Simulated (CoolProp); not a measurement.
Acetone along the isotherm 550 K: Z from the reference equation and from simpler models built on Tc = 508.1 K, pc = 4.692 MPa, ω = 0.307; each cubic takes its own stable root.

Model: reference Helmholtz-energy equation of state, Lemmon 2006, in CoolProp. It is a short technical equation, of lower accuracy than the large ones.

| p (MPa) | phase | reference | Soave-Redlich-Kwong | Peng-Robinson |
|---|---|---|---|---|
| 0.88 | gas | 0.9428 | 0.9505 | 0.9440 |
| 1.76 | gas | 0.8832 | 0.8982 | 0.8857 |
| 2.64 | gas | 0.8206 | 0.8426 | 0.8244 |
| 3.52 | gas | 0.7542 | 0.7827 | 0.7596 |
| 4.4 | gas | 0.6827 | 0.7176 | 0.6904 |
| 5.28 | supercritical | 0.6048 | 0.6463 | 0.6163 |
| 6.16 | supercritical | 0.5179 | 0.5696 | 0.5390 |
| 7.04 | supercritical | 0.4224 | 0.4993 | 0.4697 |
